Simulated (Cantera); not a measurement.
Fluorocarbon and chlorocarbon gases: c-C4F8 + HCl + H2

Input: 1 mol c-C4F8, 0.95 mol HCl, a varied amount of H2, at 2477 °C and 8.20 mbar.

Equilibrium computed with Cantera from the NASA thermochemical tables; the gas is ideal and each condensed phase is pure. Candidate condensed phases: C, C6H6, C7H8, C8H18; 118 gas species. The feed counts by its element totals alone. Equilibrium is a limit: real reactors are often held back by kinetics, nucleation or transport.

| n(H2) (mol) | x HF | x F | x H | x H2 | x Cl | x CF2 | x CF | x HCl | n C(graphite) |
|---|---|---|---|---|---|---|---|---|---|
| 1 | 0.340 | 0.472 | 0.00155 | 4.23e-6 | 0.110 | 0.0422 | 0.0309 | 0.000431 | 3.31 |
| 2.5 | 0.655 | 0.208 | 0.00680 | 8.11e-5 | 0.104 | 0.00815 | 0.0136 | 0.00179 | 3.74 |
| 3.9 | 0.794 | 0.0243 | 0.0703 | 0.00866 | 0.0827 | 0.000112 | 0.00159 | 0.0147 | 3.90 |
| 5.3 | 0.675 | 0.00829 | 0.176 | 0.0541 | 0.0562 | 1.30e-5 | 0.000542 | 0.0250 | 3.86 |
| 6.7 | 0.580 | 0.00524 | 0.239 | 0.0997 | 0.0434 | 5.20e-6 | 0.000343 | 0.0262 | 3.80 |
| 8.1 | 0.509 | 0.00391 | 0.281 | 0.138 | 0.0356 | 2.89e-6 | 0.000256 | 0.0253 | 3.73 |
| 9.5 | 0.453 | 0.00314 | 0.311 | 0.170 | 0.0303 | 1.86e-6 | 0.000205 | 0.0239 | 3.66 |
| 11 | 0.406 | 0.00260 | 0.336 | 0.198 | 0.0262 | 1.28e-6 | 0.000170 | 0.0223 | 3.59 |
| 12 | 0.379 | 0.00234 | 0.349 | 0.214 | 0.0241 | 1.04e-6 | 0.000153 | 0.0213 | 3.54 |
| 14 | 0.336 | 0.00195 | 0.371 | 0.241 | 0.0207 | 7.20e-7 | 0.000128 | 0.0194 | 3.44 |
x: gas mole fraction; n: condensed amount in mol.

From 1 mol H2 to 14 mol H2 the condensed part is C(graphite). The main C-bearing gas is CF2 at 1 mol H2 and C2H2 (acetylene) at 14 mol H2. The share of C in condensed phases is highest at 3.9 mol H2 (97.6 %) and lowest at 1 mol H2 (82.7 %).
